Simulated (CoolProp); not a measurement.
Vapour-liquid equilibrium of 1-butene (1) + n-butane (2) at 0.3 MPa; x and y are mole fractions of (1).

Computed with CoolProp (multi-fluid Helmholtz-energy mixture model, Lemmon 2005 and Bücker 2006; pair parameters Bell 2016).

| x | bubble temperature (°C) | y at the bubble point | dew temperature at overall composition x (°C) | liquid density (mol/L) |
|---|---|---|---|---|
| 0.05 | 31.5 | ? | 31.6 | 9.752 |
| 0.2 | 30.4 | 0.233 | 30.6 | 9.862 |
| 0.35 | 29.2 | 0.396 | 29.5 | 9.974 |
| 0.5 | 28.1 | 0.547 | ? | ? |
| 0.65 | ? | 0.689 | 27.4 | 10.20 |
| 0.8 | 26.3 | ? | 26.4 | 10.32 |
| 0.95 | 25.5 | ? | 25.6 | ? |

Fill in the missing entries.


- 0.05, y at the bubble point: 0.060
- 0.5, dew temperature at overall composition x (°C): 28.5
- 0.5, liquid density (mol/L): 10.09
- 0.65, bubble temperature (°C): 27.2
- 0.8, y at the bubble point: 0.824
- 0.95, y at the bubble point: 0.956
- 0.95, liquid density (mol/L): 10.44

No azeotrope shows between x = 0.05 and 0.95.

Pair parameters are fitted to limited data, so mixtures are less certain than the pure fluids.
